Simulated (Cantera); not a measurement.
Equilibrium for silicon carbide growth: SiH₄ + CH₄ + H₂

Charge: 1 mol SiH₄, 0.2 mol CH₄, 1.1 mol H₂, equilibrated at 0.00170 bar.

These are equilibrium values from Cantera (NASA tables, ideal gas, pure condensed phases), not measurements of a reactor. Candidate condensed phases: C, C₆H₆, C₇H₈, C₈H₁₈, Si, SiC; 87 gas species. Mutual solubility and eutectic melting of coexisting phases are not modelled. Gases not in the tables: Si₂H₆ and higher silanes. The numbers say what is thermodynamically allowed, not how fast it happens.

From 1773 K to 2073 K the condensed part is Si(l) + SiC(s). From 2173 K to 2273 K the condensed part is SiC(s). From 2373 K to 2473 K nothing is condensed. The main Si-bearing gas is Si throughout.

| T (K) | x H₂ | x H | x Si | x SiC₂ | x Si₂C | x SiH | x Si₂ | n Si(l) | n SiC(s) |
|---|---|---|---|---|---|---|---|---|---|
| 1773 | 0.992 | 0.00687 | 0.00125 | 7.03e-9 | 1.15e-5 | 6.35e-5 | 6.97e-6 | 0.795 | 0.200 |
| 1873 | 0.979 | 0.0155 | 0.00519 | 1.25e-7 | 7.99e-5 | 0.000197 | 3.87e-5 | 0.780 | 0.200 |
| 1973 | 0.948 | 0.0319 | 0.0186 | 1.66e-6 | 0.000453 | 0.000539 | 0.000180 | 0.727 | 0.198 |
| 2073 | 0.877 | 0.0597 | 0.0586 | 1.70e-5 | 0.00216 | 0.00130 | 0.000720 | 0.553 | 0.191 |
| 2173 | 0.726 | 0.0997 | 0.160 | 0.000146 | 0.00857 | 0.00263 | 0.00235 | 0 | 0.160 |
| 2273 | 0.660 | 0.165 | 0.157 | 0.00262 | 0.0117 | 0.00203 | 0.00105 | 0 | 0.117 |
| 2373 | 0.559 | 0.253 | 0.161 | 0.0130 | 0.00991 | 0.00161 | 0.000552 | 0 | 0 |
| 2473 | 0.455 | 0.365 | 0.158 | 0.0144 | 0.00403 | 0.00121 | 0.000283 | 0 | 0 |
x: gas mole fraction; n: condensed amount in mol.
